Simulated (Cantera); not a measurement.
## Cu₂O + H₂ + N₂ (hydrogen reduction and annealing atmospheres)

Feed: 1 mol Cu₂O, 31 mol H₂, 17 mol N₂.

Cantera equilibrium calculation (NASA polynomials, part measured and part estimated; ideal gas, pure solids and liquids). Candidate condensed phases: Cu, CuO, Cu(OH)₂, Cu₂O, H₂O; 27 gas species. Rates play no part.

Map the stable condensed phases over T = 850, 925, 1000, 1075, 1150, 1225, 1300, 1375, 1450, 1525, 1600, 1675, 1750, 1825 K and P in Pa = 10, 36, 130, 460, 1700, 6000, 22000, 77000, 280000, 1000000.


```
T in K \ P in Pa
              10      36     130     460    1700    6000   22000   77000  280000 1000000
   1825        A       A       A       A       A       B       B       B       B       B
   1750        A       A       A       A       B       B       B       B       B       B
   1675        A       A       A       B       B       B       B       B       B       B
   1600        A       A       B       B       B       B       B       B       B       B
   1525        A       B       B       B       B       B       B       B       B       B
   1450        B       B       B       B       B       B       B       B       B       B
   1375        B       B       B       B       B       B       B       B       B       B
   1300        B       B       B       B       B       B       B       B       B       B
   1225        B       B       B       B       B       B       B       B       B       B
   1150        B       B       B       B       B       B       B       B       B       B
   1075        B       B       B       B       B       B       B       B       B       B
   1000        B       B       B       B       B       B       B       B       B       B
    925        B       B       B       B       B       B       B       B       B       B
    850        B       B       B       B       B       B       B       B       B       B
```
A: gas only; B: Cu.
